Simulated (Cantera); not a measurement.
Feed: 1 mol borazine, 0.74 mol H₂O, 0.47 mol H₂, held at 1502 °C and 7.50 Torr.

These are equilibrium values from Cantera (NASA tables, ideal gas, pure condensed phases), not measurements of a reactor. The feed counts by its element totals alone. Kinetics and transport are ignored.

| species | before | after |
|---|---|---|
| H₂ | 0.830 | 0.940 |
| HBO | 0.0605 | 0.0295 |
| N₂ | 0.0661 | 0.0204 |
| B₂O₃ | 0.0135 | 0.000726 |
| B₂O₂ | 0.0175 | 0.00370 |
| HBO₂ | 0.00609 | 0.000759 |
| H₂O | 0.000193 | 5.56e-5 |
| BO | 0.00352 | 0.00162 |
| BH₂ | 5.72e-6 | 1.17e-5 |
| H | 0.00264 | 0.00281 |
| BN(s), mol | 2.36 | 2.29 |
Gas species are given as mole fractions.

Task: What was changed between the two runs?
(A) temperature from 1502 °C to 952 °C
(B) temperature from 1502 °C to 850 °C
(C) H₂ from 0.47 to 6.2 mol
(D) H₂ from 0.47 to 13 mol

Result: D, H₂ from 0.47 to 13 mol. The tables' values for BH₂ are old estimates; treat these amounts as uncertain
